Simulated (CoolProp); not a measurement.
Vapour-liquid equilibrium of dimethyl carbonate (1) + n-octane (2) at 511.5 K; x and y are mole fractions of (1).

Computed with CoolProp (multi-fluid Helmholtz-energy mixture model, Zhou 2011 and Beckmüller 2019; pair parameters Bell 2016).

```tsv
x	bubble pressure, mixture model (MPa)	bubble pressure, Raoult's law (MPa)	y, mixture model	y, Raoult's law
0.05	1.217	1.144	0.124	0.110
0.2	1.607	1.362	0.369	0.371
0.35	1.923	1.580	0.518	0.559
0.5	2.172	1.798	0.628	0.702
0.65	2.362	2.015	0.727	0.814
0.8	2.488	2.233	0.828	0.904
0.95	2.534	2.451	0.949	0.978
```

The largest gap from Raoult's law is +21.7 % in bubble pressure, at x = 0.35. y crosses x between x = 0.8 and 0.95: the model has an azeotrope there.

Pair parameters are fitted to limited data, so mixtures are less certain than the pure fluids.
